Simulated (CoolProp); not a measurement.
1,2-dichloroethane at 293.15 K and 0.00602 MPa is throttled through a valve to 0.00208 MPa with no heat exchange. Each further row changes one setting.

Computed with CoolProp (reference Helmholtz-energy equation of state, Thol 2015).

```json
[
 {"case": "as stated", "temperature change (K)": "-0.2", "final density (kg/m³)": "[?]"},
 {"case": "outlet pressure 0.000624 MPa", "temperature change (K)": "[?]", "final density (kg/m³)": "[?]"},
 {"case": "outlet pressure 0.0027 MPa", "temperature change (K)": "-0.2", "final density (kg/m³)": "[?]"}
]
```

Problem. Complete the blanks.

Solution. 
- as stated, final density (kg/m³): 0.0846
- outlet pressure 0.000624 MPa, temperature change (K): -0.3
- outlet pressure 0.000624 MPa, final density (kg/m³): 0.0254
- outlet pressure 0.0027 MPa, final density (kg/m³): 0.110
